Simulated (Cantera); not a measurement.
Equilibrium for carbothermic reduction: Ta2O5 + C + H2

A closed system holds: 1 mol Ta2O5, 4.3 mol C, 2 mol H2, at 1798 K.

Equilibrium computed with Cantera from the NASA thermochemical tables; the gas is ideal and each condensed phase is pure. Candidate condensed phases: C, C6H6, C7H8, C8H18, H2O, Ta, TaC, Ta2O5; 113 gas species. Mutual solubility and eutectic melting of coexisting phases are not modelled. TaC: taken at fixed stoichiometry. Condensed phases not in the tables: Ta2C, N, O or C dissolved in the metal. Kinetics and transport are ignored.

| P (Pa) | log p CO | log p H2 | log p H | log p H2O | log p CO2 | log p TaO2 | n Ta(s) | n Ta2O5(s) | n TaC(s) |
|---|---|---|---|---|---|---|---|---|---|
| 10 | -4.17 | -4.52 | -5.71 | -7.68 | -7.92 | -7.68 | 1.72 | 0.139 | 0 |
| 68 | -3.39 | -3.58 | -5.24 | -6.66 | -7.05 | -7.73 | 0 | 0.385 | 1.23 |
| 460 | -2.56 | -2.74 | -4.83 | -5.58 | -5.98 | -7.85 | 0 | 0.385 | 1.23 |
| 3200 | -1.71 | -1.90 | -4.40 | -4.50 | -4.89 | -7.97 | 0 | 0.385 | 1.23 |
| 22000 | -0.88 | -1.06 | -3.99 | -3.42 | -3.82 | -8.09 | 0 | 0.384 | 1.23 |
| 150000 | -0.04 | -0.23 | -3.57 | -2.35 | -2.75 | -8.21 | 0 | 0.383 | 1.23 |
| 1000000 | 0.78 | 0.59 | -3.16 | -1.30 | -1.69 | -8.32 | 0 | 0.381 | 1.24 |
log p: log10 of the partial pressure in bar; n: condensed amount in mol.

At 0.000100 bar the condensed part is Ta(s) + Ta2O5(s). From 0.000680 bar to 10.0 bar the condensed part is TaC(s) + Ta2O5(s).
